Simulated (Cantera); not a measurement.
**Ignition delay**

Mixture: CH4 : O2 : N2 = 1 : 2.5 : 13.5 (molar parts), at 0.385 atm, adiabatic and at constant pressure. Ignition delay is the time to a rise of 400 K.

Model: GRI-Mech 3.0 (53 species, 325 reactions), integrated in Cantera.

```tsv
T0 (K)	delay (ms)
1000	3520
1075	915
1150	264
1225	84.4
1300	29.6
1375	11.4
```

```json
{
 "apparent activation energy between 1225 and 1375 K": "190 kJ/mol"
}
```
